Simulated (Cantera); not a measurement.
Standard-state values (1 bar) from the NASA 1993 polynomials, evaluated with Cantera. Values are per mole of reaction as written; species without (g) are pure solids or liquids, kept so even where they would boil at 1 bar.

Q: Between 475 and 675 K, where is each reaction favourable under standard conditions?
- CO2(g) + 2 N2O(g) ⇌ C + 4 NO(g)

A: 
- CO2(g) + 2 N2O(g) ⇌ C + 4 NO(g): ΔG° is 502 kJ at 475 K and 463 kJ at 675 K; it stays positive (K < 1). ΔH° is 596 kJ and ΔS° 198 J/K at 675 K.
